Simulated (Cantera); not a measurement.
# Thermodynamics of metals in furnace atmospheres, feed Pb + H2O + N2

Charge: 1 mol Pb, 7.4 mol H2O, 270 mol N2, held at 1.00 bar.

Method: chemical equilibrium by Gibbs-energy minimisation in Cantera with the NASA 1993 tables (ideal gas, pure condensed phases). Candidate condensed phases: H2O, Pb, PbO, PbO2, Pb3O4; 27 gas species. Mutual solubility and eutectic melting of coexisting phases are not modelled. Gases not in the tables: (PbO)n polymers. The numbers say what is thermodynamically allowed, not how fast it happens.

At 350 °C the condensed part is Pb(l) + PbO(red). From 550 °C to 750 °C the condensed part is Pb(l) + PbO(yellow). At 950 °C the condensed part is Pb(l). From 1150 °C to 1750 °C nothing is condensed.

| T (°C) | x N2 | x H2O | x Pb | x H2 | x PbO | x NO | x OH | n Pb(l) | n PbO(red) | n PbO(yellow) |
|---|---|---|---|---|---|---|---|---|---|---|
| 350 | 0.973 | 0.0267 | 2.08e-11 | 5.82e-7 | <1e-12 | <1e-12 | <1e-12 | 1.000 | 0.000162 | 0 |
| 550 | 0.973 | 0.0267 | 1.34e-7 | 1.88e-6 | 2.27e-10 | <1e-12 | <1e-12 | 0.999 | 0 | 0.000523 |
| 750 | 0.973 | 0.0267 | 2.67e-5 | 4.26e-6 | 6.43e-7 | 1.04e-10 | 1.41e-10 | 0.991 | 0 | 0.00100 |
| 950 | 0.972 | 0.0266 | 0.000908 | 3.14e-5 | 3.13e-5 | 9.71e-9 | 1.29e-8 | 0.739 | 0 | 0 |
| 1150 | 0.970 | 0.0264 | 0.00345 | 0.000143 | 0.000143 | 2.35e-7 | 3.19e-7 | 0 | 0 | 0 |
| 1350 | 0.970 | 0.0263 | 0.00333 | 0.000270 | 0.000263 | 4.36e-6 | 4.63e-6 | 0 | 0 | 0 |
| 1550 | 0.970 | 0.0261 | 0.00320 | 0.000472 | 0.000391 | 4.00e-5 | 3.62e-5 | 0 | 0 | 0 |
| 1750 | 0.969 | 0.0256 | 0.00315 | 0.000894 | 0.000445 | 0.000193 | 0.000169 | 0 | 0 | 0 |
x: gas mole fraction; n: condensed amount in mol.
